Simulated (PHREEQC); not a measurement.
A column of 0.5 m (40 cells, dispersivity 0.025 m, 3600 s a shift, diffusion coefficient 3e-10 m²/s) holds 0.069 eq of the database's cation exchanger X per kg of pore water, first in equilibrium with 0.076 mol/kgw KCl and 1e-05 mol/kgw HCl. It is flushed with 0.088 mol/kgw MgSO4 and 1e-05 mol/kgw HCl, at 15 °C. Values are for the last cell. The system is closed to CO2. Nothing may precipitate in this run.

Base run: PHREEQC, ion-association model, phreeqc.dat. Each further column changes one thing. The table gives Mg in solution (mol/kgw).

| pore volumes | base | exchange capacity from 0.069 to 0.035 eq/kgw | dispersivity from 0.025 to 0.05 m |
|---|---|---|---|
| 0 | 0 | 0 | 0 |
| 0.3125 | 6.51e-10 | (withheld) | (withheld) |
| 0.7125 | 0.00260 | 0.00592 | 0.00877 |
| 1.012 | 0.0238 | 0.0336 | 0.0303 |
| 1.312 | 0.0482 | 0.0601 | 0.0499 |
| 1.712 | 0.0683 | (withheld) | 0.0669 |
| 2.013 | 0.0766 | (withheld) | 0.0744 |
| 2.312 | 0.0816 | 0.0863 | (withheld) |
| 2.712 | 0.0852 | 0.0875 | 0.0832 |
| 3.013 | 0.0865 | 0.0878 | 0.0849 |

### Question
What belongs in the gaps?

### Answer

- 0.3125, exchange capacity from 0.069 to 0.035 eq/kgw: 4.72e-8
- 0.3125, dispersivity from 0.025 to 0.05 m: 2.96e-6
- 1.712, exchange capacity from 0.069 to 0.035 eq/kgw: 0.0782
- 2.013, exchange capacity from 0.069 to 0.035 eq/kgw: 0.0838
- 2.312, dispersivity from 0.025 to 0.05 m: 0.0793
